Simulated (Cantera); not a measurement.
An isothermal, constant-pressure homogeneous reactor starts with 14.7 % N₂O, 0.147 % H₂, 85.2 % N₂, at 1623 K and 0.0138 atm.

Computed with Cantera and GRI-Mech 3.0 (53 species, 325 reactions). GRI-Mech 3.0 was tuned for natural gas; its chemistry of N2O as a main component is partial and can be far from experiment. Radical loss at walls, strong at low pressure, is not modelled. The temperature is held fixed by assumption; the heat of reaction is taken as removed at once.

One state of this run: x N₂O = 0.128; x H₂ = 1.02e-5; x OH = 0.000111; x H = 1.49e-6; x NO = 0.00434; x N₂ = 0.860. x: mole fraction; the columns are a selection and need not sum to one.

### Question
Which value of t (s) does it belong to?
(A) 0.823
(B) 0.0389
(C) 3.78
(D) 0.000400

### Answer
B, 0.0389
